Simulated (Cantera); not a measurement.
An isothermal, constant-pressure homogeneous reactor starts with H₂ : O₂ : N₂ = 0.0069 : 1 : 0.53 (molar parts), equivalence ratio 0.0034, at 1323 K and 0.0100 bar.

Computed with Cantera and the H2/O2 subset of GRI-Mech 3.0, which has no nitrogen chemistry. Radical loss at walls, strong at low pressure, is not modelled.

x: mole fraction; the columns are a selection and need not sum to one.

```tsv
t (s)	x H₂	x O₂	x H₂O₂	x H₂O	x O
4.00e-5	0.00449	0.651	<1e-12	3.51e-12	2.01e-10
0.000206	0.00449	0.651	<1e-12	2.68e-10	2.68e-9
0.00106	0.00449	0.651	6.12e-12	1.28e-8	2.76e-8
0.00543	0.00449	0.651	1.16e-10	2.67e-6	2.58e-6
0.0279	[?]	0.646	4.53e-9	0.00416	0.00398
0.143	[?]	0.647	4.20e-9	0.00419	0.00363
0.737	[?]	0.648	3.67e-9	0.00427	0.00236
3.79	[?]	0.649	1.99e-9	0.00439	0.000586
19.5	[?]	0.650	3.74e-10	0.00447	5.15e-5
100	[?]	0.650	4.48e-11	0.00449	4.50e-6
```

Problem. Fill in the missing entries.

Solution. 
- 0.0279, x H₂: 1.54e-5
- 0.143, x H₂: 1.16e-5
- 0.737, x H₂: 7.63e-6
- 3.79, x H₂: 1.95e-6
- 19.5, x H₂: 1.73e-7
- 100, x H₂: 1.52e-8
